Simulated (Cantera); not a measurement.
## Pyrogenic steam for wet oxidation

An isothermal, constant-pressure homogeneous reactor starts with 16.2 % H2, 10.1 % O2, 73.7 % N2, equivalence ratio 0.80, at 850 K and 0.230 bar.

Detailed kinetics in Cantera: GRI-Mech 3.0 (53 species, 325 reactions). Below about 950 K walls govern HO2 and H2O2 in real vessels. The temperature is held fixed by assumption; the heat of reaction is taken as removed at once.

| t (s) | x H2 | x O2 | x H | x HO2 | x OH | x NO2 | x N2O |
|---|---|---|---|---|---|---|---|
| 1.00e-6 | 0.162 | 0.101 | <1e-12 | <1e-12 | <1e-12 | <1e-12 | <1e-12 |
| 6.45e-6 | 0.162 | 0.101 | <1e-12 | <1e-12 | <1e-12 | <1e-12 | <1e-12 |
| 4.16e-5 | 0.162 | 0.101 | <1e-12 | 1.02e-12 | <1e-12 | <1e-12 | <1e-12 |
| 0.000268 | 0.162 | 0.101 | 5.54e-12 | 1.07e-11 | <1e-12 | <1e-12 | <1e-12 |
| 0.00173 | 0.162 | 0.101 | 7.56e-11 | 3.69e-10 | 1.48e-12 | <1e-12 | <1e-12 |
| 0.0112 | 0.162 | 0.101 | 8.00e-7 | 4.34e-6 | 1.89e-8 | <1e-12 | <1e-12 |
| 0.0721 | 0.0513 | 0.0470 | 1.38e-8 | 5.24e-6 | 8.80e-10 | 3.78e-8 | 1.72e-9 |
| 0.465 | 0.0512 | 0.0470 | 1.98e-8 | 4.71e-6 | 1.28e-9 | 3.61e-8 | 1.72e-9 |
| 3.00 | 0.0497 | 0.0462 | 9.69e-8 | 9.38e-6 | 7.96e-9 | 3.00e-8 | 1.79e-9 |
x: mole fraction; the columns are a selection and need not sum to one.

Equilibrium at this temperature and pressure: H2 1.14e-12, O2 0.0220, H <1e-12, HO2 9.36e-12, OH 4.00e-9, NO2 4.21e-8, N2O 7.07e-11 (gas phase only).
